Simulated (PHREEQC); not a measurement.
A made-up water analysis in mmol/kgw, 20 °C, pH 6.5, pe 1.3:

| constituent | mmol/kgw |
|---|---|
| Na | 324 |
| K | 1.91 |
| Ca | 4.14 |
| Mg | 43.8 |
| Cl | 426 |
| S(6) | 0.933 |
| Alkalinity (meq/kgw) | 0.609 |
| F | 0.0684 |
| Zn | 0.612 |
| B | 0.0732 |

Valence states are taken as typed.

Equilibrium calculation in PHREEQC: ion-association model, phreeqc.dat.

Precipitation was switched off in this run.

Task: What activity of water, specific conductance, density does the model give?

Result: activity of water 0.986; specific conductance 33500 µS/cm; density 1.015 g/cm³.

Task: In which forms is S present?

Result: SO4-2 53 %, MgSO4 27 %, NaSO4- 18 %, CaSO4 1.9 % of the S.

Real BF4- forms and hydrolyses slowly; the run takes it at equilibrium.
